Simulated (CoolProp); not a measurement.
Model: reference Helmholtz-energy equation of state, Lemmon 2006, in CoolProp. It is a short technical equation, of lower accuracy than the large ones.

**Question.** For acetone, give the phase and the Z, cp (kJ/(kg K)), isothermal compressibility (1/MPa), expansivity (1/kK) at 514.2 K and 8.63 MPa.

**Answer.** 
- 514.2 K and 8.63 MPa: supercritical; Z 0.248, cp 3.31, isothermal compressibility 0.0295, expansivity 5.86
